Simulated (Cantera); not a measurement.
## Hydrocarbon pyrolysis for carbon deposition

An isothermal, constant-pressure homogeneous reactor starts with C₂H₆ : N₂ = 1 : 160 (molar parts), at 1150 K and 0.0133 bar.

Cantera simulation using GRI-Mech 3.0 (53 species, 325 reactions); the numbers are that mechanism's predictions, not measurements. GRI-Mech 3.0 stops at C3 and has no aromatics, soot or wall deposition, so with more carbon than oxygen in the feed, carbon stays in small species such as C2H2 where larger ones or solid carbon would form. Radical loss at walls, strong at low pressure, is not modelled.

```
t (s)      x C₂H₆     x CH₄     x CH₂     x C₂H    x C₂H₂     x HCN    x C₂H₄
--------  -------  --------  --------  --------  --------  --------  --------
3.00e-6   0.00621    <1e-12    <1e-12    <1e-12    <1e-12    <1e-12    <1e-12
1.30e-5   0.00621    <1e-12    <1e-12    <1e-12    <1e-12    <1e-12    <1e-12
5.62e-5   0.00621  7.03e-12    <1e-12    <1e-12    <1e-12    <1e-12    <1e-12
0.000243  0.00621  1.31e-10    <1e-12    <1e-12    <1e-12    <1e-12  1.58e-11
0.00105   0.00621   2.45e-9    <1e-12    <1e-12    <1e-12    <1e-12   1.02e-9
0.00456   0.00621   4.54e-8  3.57e-12    <1e-12    <1e-12    <1e-12   6.90e-8
0.0197    0.00620   7.99e-7  2.07e-10    <1e-12  2.81e-10    <1e-12   4.87e-6
0.0854    0.00602   1.28e-5   3.50e-9    <1e-12   3.38e-7  3.98e-10  0.000168
0.370     0.00469  0.000135   6.68e-9  5.26e-12   2.84e-5   2.28e-9   0.00139
1.60      0.00107  0.000612   3.50e-9  4.51e-11  0.000630   4.40e-9   0.00416
6.93      1.83e-5  0.000781  9.13e-11  3.29e-11   0.00247   4.99e-9   0.00328
30.0      5.09e-7  0.000784  3.01e-12  8.47e-12   0.00356   4.99e-9   0.00220
```
x: mole fraction; the columns are a selection and need not sum to one.

Equilibrium at this temperature and pressure: C₂H₆ 1.99e-10, CH₄ 6.58e-5, CH₂ <1e-12, C₂H <1e-12, C₂H₂ 0.000980, HCN 0.0102, C₂H₄ 4.32e-6 (gas phase only).
